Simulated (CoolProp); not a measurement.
A single-stage vapour-compression cycle with CH2F2 (R32): evaporating at 194.15 K (dew point), condensing at 245.15 K (bubble point), superheat 10 K, subcooling 8 K, compressor efficiency 0.9, no pressure losses. Each further row changes one setting.

Model: reference Helmholtz-energy equation of state, Tillner-Roth 1997, in CoolProp.

```csv
case,cooling COP,pressure ratio,discharge temperature (K),refrigerating effect (kJ/kg),volumetric capacity (kJ/m³)
as stated,2.70,14.8,366.1,349,216
evaporating temperature 199.15 K,___,10.6,350.4,___,___
condensing temperature 240.15 K,3.05,12.1,352.2,357,221
subcooling 13 K,2.76,14.8,366.1,357,221
superheat 20 K,2.63,14.8,380.0,357,210
compressor efficiency 0.8,2.40,14.8,___,349,216
```

**Question.** Complete the blanks.

**Answer.** 
- evaporating temperature 199.15 K, cooling COP: 3.16
- evaporating temperature 199.15 K, refrigerating effect (kJ/kg): 352
- evaporating temperature 199.15 K, volumetric capacity (kJ/m³): 299
- compressor efficiency 0.8, discharge temperature (K): 382.9
